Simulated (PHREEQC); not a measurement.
1 kg of water holding 0.023 mol/kgw Na2SO4 and 0.0035 mol/kgw NaCl is evaporated at 25 °C; the solids stay in contact with the brine. The system is closed to CO2. The run lets Halite, Mirabilite, Thenardite precipitate or redissolve, and no other solid.

Equilibrium calculation in PHREEQC: Pitzer model, pitzer.dat.

```csv
water left (kg),ionic strength,water activity,Mirabilite (mol),Cl in solution (mol/kgw),Na in solution (mol/kgw),S in solution (mol/kgw)
1,0.0725,0.999,0,0.00350,0.0495,0.0230
0.6755,0.107,0.998,0,0.00518,0.0733,0.0340
0.375,0.193,0.997,0,0.00933,0.132,0.0613
0.2533,0.286,0.996,0,0.0138,0.195,0.0908
0.1711,0.424,0.994,0,0.0205,0.289,0.134
0.09502,0.763,0.989,0,0.0368,0.521,0.242
0.06418,1.13,0.985,0,0.0545,0.771,0.358
0.03564,2.03,0.974,0,0.0982,1.39,0.645
0.02407,3.01,0.963,0,0.145,2.06,0.955
0.01627,4.46,0.945,0,0.215,3.04,1.41
0.007212,5.86,0.922,0.0101,0.485,4.07,1.79
0.002732,6.05,0.898,0.0187,1.28,4.46,1.59
```

Mirabilite from water left = 0.01023 kg.
